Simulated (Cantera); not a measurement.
BN + HCl + N₂ + F₂ (nitride etching)

Feed: 1 mol BN, 1 mol HCl, 2.4 mol N₂, 2.9 mol F₂, at 37.0 mbar.

Cantera equilibrium calculation (NASA polynomials, part measured and part estimated; ideal gas, pure solids and liquids). Candidate condensed phases: B, BN, NH₄Cl; 40 gas species. The numbers say what is thermodynamically allowed, not how fast it happens.

From 823 K to 1373 K nothing is condensed. The main B-bearing gas is BF₃ throughout.

```csv
T (K),x N₂,x BF₃,x HF,x ClF,x F,x F₂
823,0.457,0.158,0.158,0.158,0.0138,0.0512
873,0.454,0.157,0.157,0.157,0.0265,0.0479
923,0.450,0.155,0.155,0.155,0.0444,0.0395
973,0.445,0.154,0.154,0.154,0.0655,0.0286
1023,0.441,0.152,0.152,0.152,0.0855,0.0180
1073,0.437,0.151,0.151,0.151,0.101,0.0101
1123,0.435,0.150,0.150,0.150,0.110,0.00525
1173,0.434,0.150,0.150,0.149,0.115,0.00269
1223,0.433,0.149,0.149,0.148,0.118,0.00142
1273,0.432,0.149,0.149,0.146,0.120,0.000780
1323,0.431,0.149,0.149,0.143,0.124,0.000458
1373,0.429,0.148,0.148,0.135,0.130,0.000291
```
x: gas mole fraction; nothing condenses.
